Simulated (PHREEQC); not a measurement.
Model water analysis in mg/L, 25 °C, pH 7.25, pe -1.3: Na 202; K 28.4; Ca 184; Mg 13.2; Cl 91.4; S(6) as SO4 600; Alkalinity as HCO3 316; B 2.98; Mn(2) 1.19; Si as SiO2 4.07; Fe(2) 15.5.

Na is adjusted to close the charge balance.
Valence states are taken as typed.

Model: ion-association model, phreeqc.dat, run in PHREEQC.

Precipitation was switched off in this run.

Question: Order these C species by the share of C that they hold, largest first: HCO3-, NaHCO3, FeHCO3+, CO2, CaHCO3+.

Answer: HCO3- (87 %), CO2 (9.4 %), CaHCO3+ (2.1 %), FeHCO3+ (0.85 %), NaHCO3 (0.31 %)

Question: Order these Mg species by the share of Mg that they hold, largest first: MgSO4, Mg+2, MgHCO3+, MgCO3.

Answer: Mg+2 (72 %), MgSO4 (26 %), MgHCO3+ (2.3 %), MgCO3 (0.14 %)

The pH is 7.25 and the ionic strength 0.0268 mol/kgw. Examples of supersaturated solids here: Siderite, Rhodochrosite. Others may be too.
